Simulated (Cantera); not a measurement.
An adiabatic, constant-pressure homogeneous reactor starts with H2 : O2 : N2 = 1 : 0.417 : 1.57 (molar parts), at 1325 K and 2.96 atm. Integrator tolerance rtol = 1e-08.

Cantera simulation using the H2/O2 subset of GRI-Mech 3.0, which has no nitrogen chemistry; the numbers are that mechanism's predictions, not measurements. The hydrogen kinetics of GRI-Mech 3.0 are dated; newer H2 mechanisms differ, most at raised pressure.

Problem. What does this change do: initial temperature 1325 to 1025 K?

Solution. 
| quantity | before | after |
|---|---|---|
| time of steepest temperature rise | 9.00 µs | 3.65 ms |
| temperature at 0.500 s | 2917 K | 2794 K |
| equilibrium temperature | 2917 K | 2794 K |
| x(H2) at 0.500 s | 0.0773 (gas-phase equilibrium 0.0773) | 0.0714 (gas-phase equilibrium 0.0714) |
| x(O2) at 0.500 s | 0.00498 (gas-phase equilibrium 0.00498) | 0.00266 (gas-phase equilibrium 0.00266) |
| x(H) at 0.500 s | 0.0196 (gas-phase equilibrium 0.0196) | 0.0125 (gas-phase equilibrium 0.0125) |
| x(HO2) at 0.500 s | 4.81e-6 (gas-phase equilibrium 4.81e-6) | 2.43e-6 (gas-phase equilibrium 2.43e-6) |
| x(H2O2) at 0.500 s | 5.20e-7 (gas-phase equilibrium 5.20e-7) | 3.30e-7 (gas-phase equilibrium 3.30e-7) |
| x(O) at 0.500 s | 0.00346 (gas-phase equilibrium 0.00346) | 0.00159 (gas-phase equilibrium 0.00159) |

Problem. What does this change do: pressure from 2.96 atm to 1.00 atm?

Solution. 
| quantity | before | after |
|---|---|---|
| time of steepest temperature rise | 9.00 µs | 25.0 µs |
| temperature at 0.500 s | 2917 K | 2827 K |
| equilibrium temperature | 2917 K | 2827 K |
| x(H2) at 0.500 s | 0.0773 (gas-phase equilibrium 0.0773) | 0.0800 (gas-phase equilibrium 0.0800) |
| x(O2) at 0.500 s | 0.00498 (gas-phase equilibrium 0.00498) | 0.00662 (gas-phase equilibrium 0.00662) |
| x(H) at 0.500 s | 0.0196 (gas-phase equilibrium 0.0196) | 0.0254 (gas-phase equilibrium 0.0254) |
| x(HO2) at 0.500 s | 4.81e-6 (gas-phase equilibrium 4.81e-6) | 3.74e-6 (gas-phase equilibrium 3.74e-6) |
| x(H2O2) at 0.500 s | 5.20e-7 (gas-phase equilibrium 5.20e-7) | 2.90e-7 (gas-phase equilibrium 2.90e-7) |
| x(O) at 0.500 s | 0.00346 (gas-phase equilibrium 0.00346) | 0.00490 (gas-phase equilibrium 0.00490) |

Problem. What does this change do: pressure from 2.96 atm to 0.553 atm?

Solution. 
| quantity | before | after |
|---|---|---|
| time of steepest temperature rise | 9.00 µs | 44.7 µs |
| temperature at 0.500 s | 2917 K | 2776 K |
| equilibrium temperature | 2917 K | 2776 K |
| x(H2) at 0.500 s | 0.0773 (gas-phase equilibrium 0.0773) | 0.0813 (gas-phase equilibrium 0.0813) |
| x(O2) at 0.500 s | 0.00498 (gas-phase equilibrium 0.00498) | 0.00754 (gas-phase equilibrium 0.00754) |
| x(H) at 0.500 s | 0.0196 (gas-phase equilibrium 0.0196) | 0.0288 (gas-phase equilibrium 0.0288) |
| x(HO2) at 0.500 s | 4.81e-6 (gas-phase equilibrium 4.81e-6) | 3.17e-6 (gas-phase equilibrium 3.17e-6) |
| x(H2O2) at 0.500 s | 5.20e-7 (gas-phase equilibrium 5.20e-7) | 2.07e-7 (gas-phase equilibrium 2.07e-7) |
| x(O) at 0.500 s | 0.00346 (gas-phase equilibrium 0.00346) | 0.00576 (gas-phase equilibrium 0.00576) |
